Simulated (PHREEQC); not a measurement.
Consider water at 25 °C with 1.4 mol/kgw KOH and 0.05 mol/kgw Na2SO4. Closed to the air; pH follows from the charge balance.

All values are PHREEQC results (Pitzer model, pitzer.dat), not measurements.

Each row changes one thing in this solution. Precipitation was switched off in this run.

```json
[
 {"case": "as made", "pH": "14.13", "SI of Arcanite (K2SO4)": "-0.77", "SI of Glaserite (NaK3(SO4)2)": "-2.71"},
 {"case": "Na2SO4 from 0.05 to 0.5 mol/kgw", "pH": "14.10", "SI of Arcanite (K2SO4)": "-0.08", "SI of Glaserite (NaK3(SO4)2)": "___"},
 {"case": "Na2SO4 from 0.05 to 0.075 mol/kgw", "pH": "14.12", "SI of Arcanite (K2SO4)": "-0.61", "SI of Glaserite (NaK3(SO4)2)": "___"},
 {"case": "Na2SO4 from 0.05 to 0.045 mol/kgw", "pH": "14.13", "SI of Arcanite (K2SO4)": "-0.81", "SI of Glaserite (NaK3(SO4)2)": "-2.84"},
 {"case": "0.16 mol/kgw HBr added", "pH": "___", "SI of Arcanite (K2SO4)": "___", "SI of Glaserite (NaK3(SO4)2)": "-2.74"}
]
```

**Question.** Complete the blanks.

**Answer.** 
- Na2SO4 from 0.05 to 0.5 mol/kgw, SI of Glaserite (NaK3(SO4)2): -0.31
- Na2SO4 from 0.05 to 0.075 mol/kgw, SI of Glaserite (NaK3(SO4)2): -2.22
- 0.16 mol/kgw HBr added, pH: 14.05
- 0.16 mol/kgw HBr added, SI of Arcanite (K2SO4): -0.78

In brines, pH and single-ion activities rest on the MacInnes convention.
